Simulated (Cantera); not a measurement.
A closed system holds: 1 mol HMDSO, a varied amount of NO, at 1700 K and 320 Pa.

Method: chemical equilibrium by Gibbs-energy minimisation in Cantera with the NASA 1993 tables (ideal gas, pure condensed phases). Candidate condensed phases: C, C6H6, C7H8, C8H18, H2O, Si, SiC, SiO2, Si2N2O, Si3N4; 151 gas species. The feed counts by its element totals alone. Equilibrium is a limit: real reactors are often held back by kinetics, nucleation or transport.

**Question.** At 3.4 mol NO, list the 5 most abundant gas species with their mole fractions, and the condensed phases.

**Answer.** H2 0.594, CO 0.278, N2 0.112, SiO 0.0134, H 0.00201. Condensed: SiC(s).
